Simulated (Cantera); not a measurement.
## Thermodynamics of silicon oxide and oxynitride deposition, feed SiF4 + NO + N2

Feed: 1 mol SiF4, 1.8 mol NO, 54 mol N2, held at 8.00 Pa.

Method: chemical equilibrium by Gibbs-energy minimisation in Cantera with the NASA 1993 tables (ideal gas, pure condensed phases). Candidate condensed phases: Si, SiO2, Si2N2O, Si3N4; 28 gas species. The tables' values for SiF3, SiO2, SiF2 are old estimates; treat these amounts as uncertain. The tables hold silica as quartz up to 1696 K and as liquid above; real silica turns to tridymite and cristobalite and melts near 1996 K. The numbers say what is thermodynamically allowed, not how fast it happens.

```csv
T (K),x N2,x SiF4,x O2,x O,n SiO2(β-quartz)
1373,0.966,0.0176,0.0157,8.65e-6,0
1423,0.966,0.0176,0.0157,1.89e-5,0
1473,0.966,0.0176,0.0157,3.91e-5,0
1523,0.966,0.0176,0.0156,7.70e-5,0.000120
1573,0.966,0.0176,0.0155,0.000145,0.000162
1623,0.966,0.0176,0.0154,0.000264,0
1673,0.966,0.0175,0.0152,0.000461,0
1723,0.966,0.0175,0.0150,0.000778,0
1773,0.965,0.0174,0.0146,0.00127,0
1823,0.964,0.0172,0.0141,0.00200,0
1873,0.963,0.0169,0.0134,0.00306,0
1923,0.961,0.0164,0.0124,0.00450,0
1973,0.958,0.0157,0.0111,0.00638,0
```
x: gas mole fraction; n: condensed amount in mol.

From 1373 K to 1473 K nothing is condensed. From 1523 K to 1573 K the condensed part is SiO2(β-quartz). From 1623 K to 1973 K nothing is condensed. The main Si-bearing gas is SiF4 throughout.
